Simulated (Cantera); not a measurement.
Feed: 1 mol Si, a varied amount of Cl2, 0.23 mol H2, at 698 K and 150000 Pa.

Cantera equilibrium calculation (NASA polynomials, part measured and part estimated; ideal gas, pure solids and liquids). Candidate condensed phases: Si; 19 gas species. Kinetics and transport are ignored.

Which condensed phases are stable at each of these points (n(Cl2) (mol)): 0.5, 0.7, 0.9, 1.1, 1.3, 1.5, 1.7, 1.9, 2.1, 2.3, 2.5, 2.7?


```
n(Cl2) (mol)  condensed phases  Si condensed (%)
------------  ----------------  ----------------
0.5                      Si(s)              73.3
0.7                      Si(s)              62.9
0.9                      Si(s)              52.6
1.1                      Si(s)              42.3
1.3                      Si(s)              32.0
1.5                      Si(s)              21.8
1.7                      Si(s)              11.6
1.9                      Si(s)               1.4
2.1                   gas only               0.0
2.3                   gas only               0.0
2.5                   gas only               0.0
2.7                   gas only               0.0
```

From 0.5 mol Cl2 to 1.9 mol Cl2 the condensed part is Si(s). From 2.1 mol Cl2 to 2.7 mol Cl2 nothing is condensed.
